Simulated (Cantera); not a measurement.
A perfectly stirred reactor is fed with CH4 : N2 = 1 : 3.8 (molar parts), at 0.220 bar; it is held at 1423 K, and followed from long to short residence time.

Detailed kinetics in Cantera: GRI-Mech 3.0 (53 species, 325 reactions). GRI-Mech 3.0 stops at C3 and has no aromatics, soot or wall deposition, so with more carbon than oxygen in the feed, carbon stays in small species such as C2H2 where larger ones or solid carbon would form.

What does this change do: temperature 1423 to 1625 K?


```json
[
 {"quantity": "x(CH4) at τ = 27.0 s", "before": "0.0894", "after": "0.00882"},
 {"quantity": "x(H) at τ = 27.0 s", "before": "2.94e-6", "after": "7.06e-5"},
 {"quantity": "x(CH3) at τ = 27.0 s", "before": "3.58e-5", "after": "5.11e-5"},
 {"quantity": "x(C2H4) at τ = 27.0 s", "before": "0.00125", "after": "0.000409"},
 {"quantity": "x(C2H2) at τ = 27.0 s", "before": "0.0480", "after": "0.0822"},
 {"quantity": "x(CH4) at τ = 72.0 ms", "before": "0.207", "after": "0.136"},
 {"quantity": "x(H) at τ = 72.0 ms", "before": "3.47e-8", "after": "2.05e-5"},
 {"quantity": "x(CH3) at τ = 72.0 ms", "before": "7.72e-5", "after": "0.000620"},
 {"quantity": "x(C2H4) at τ = 72.0 ms", "before": "0.000272", "after": "0.00251"},
 {"quantity": "x(C2H2) at τ = 72.0 ms", "before": "6.65e-5", "after": "0.0272"}
]
```

What does this change do: CH4 1 to 0.62 parts?


```tsv
quantity	before	after
x(CH4) at τ = 27.0 s	0.0894	0.0632
x(H) at τ = 27.0 s	2.94e-6	2.44e-6
x(CH3) at τ = 27.0 s	3.58e-5	3.06e-5
x(C2H4) at τ = 27.0 s	0.00125	0.000660
x(C2H2) at τ = 27.0 s	0.0480	0.0331
x(CH4) at τ = 72.0 ms	0.207	0.140
x(H) at τ = 72.0 ms	3.47e-8	2.78e-8
x(CH3) at τ = 72.0 ms	7.72e-5	6.07e-5
x(C2H4) at τ = 72.0 ms	0.000272	0.000165
x(C2H2) at τ = 72.0 ms	6.65e-5	3.58e-5
```

What does this change do: pressure from 0.220 bar to 1.30 bar?


```json
[
 {"quantity": "x(CH4) at τ = 27.0 s", "before": "0.0894", "after": "0.0666"},
 {"quantity": "x(H) at τ = 27.0 s", "before": "2.94e-6", "after": "2.03e-6"},
 {"quantity": "x(CH3) at τ = 27.0 s", "before": "3.58e-5", "after": "1.59e-5"},
 {"quantity": "x(C2H4) at τ = 27.0 s", "before": "0.00125", "after": "0.00740"},
 {"quantity": "x(C2H2) at τ = 27.0 s", "before": "0.0480", "after": "0.0518"},
 {"quantity": "x(CH4) at τ = 72.0 ms", "before": "0.207", "after": "0.204"},
 {"quantity": "x(H) at τ = 72.0 ms", "before": "3.47e-8", "after": "6.22e-8"},
 {"quantity": "x(CH3) at τ = 72.0 ms", "before": "7.72e-5", "after": "5.05e-5"},
 {"quantity": "x(C2H4) at τ = 72.0 ms", "before": "0.000272", "after": "0.000846"},
 {"quantity": "x(C2H2) at τ = 72.0 ms", "before": "6.65e-5", "after": "0.000650"}
]
```
